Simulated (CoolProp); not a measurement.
Vapour-liquid equilibrium of propane (1) + dimethyl ether (2) at 0.00381 MPa; x and y are mole fractions of (1).

The numbers come from the multi-fluid Helmholtz-energy mixture model, Lemmon 2009 and Wu 2011; pair parameters Bell 2016 in CoolProp.

```
x     bubble temperature, mixture model (K)  bubble temperature, Raoult's law (K)  y, mixture model  y, Raoult's law
----  -------------------------------------  ------------------------------------  ----------------  ---------------
0.05                                  188.3                                 191.1             0.320            0.149
0.2                                   182.2                                 187.5             0.645            0.465
0.35                                  179.8                                 184.6             0.745            0.660
0.5                                   178.6                                 182.2             0.797            0.788
0.65                                  177.8                                 180.2             0.838            0.877
0.8                                   177.1                                 178.4             0.887            0.940
0.95                                  176.6                                 176.9             0.963            0.987
```

The largest gap from Raoult's law is -5.3 K in bubble temperature, at x = 0.2. No azeotrope shows between x = 0.05 and 0.95.

Pair parameters are fitted to limited data, so mixtures are less certain than the pure fluids.
